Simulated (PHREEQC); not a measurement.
Dissolve 1.5 mmol/kgw LiOH and 24 mmol/kgw CO2 at 20 °C. Closed to the air; pH follows from the charge balance.

Computed with PHREEQC (ion-association model, phreeqc.dat).

Each row changes one thing in this solution. Precipitation was switched off in this run.

```json
[
 {"case": "as made", "pH": "5.19", "ionic strength (mol/kgw)": "0.00151"},
 {"case": "CO2 left out", "pH": "[?]", "ionic strength (mol/kgw)": "0.00150"},
 {"case": "LiOH left out", "pH": "[?]", "ionic strength (mol/kgw)": "0.000101"},
 {"case": "LiOH from 0.0015 to 0.00015 mol/kgw", "pH": "[?]", "ionic strength (mol/kgw)": "0.000201"},
 {"case": "0.0034 mol/kgw NaHCO3 added", "pH": "5.69", "ionic strength (mol/kgw)": "0.00489"},
 {"case": "temperature from 20 to 35 °C", "pH": "5.12", "ionic strength (mol/kgw)": "0.00151"}
]
```

Question: Fill in the missing entries.

Answer: 
- CO2 left out, pH: 11.32
- LiOH left out, pH: 4.00
- LiOH from 0.0015 to 0.00015 mol/kgw, pH: 4.30
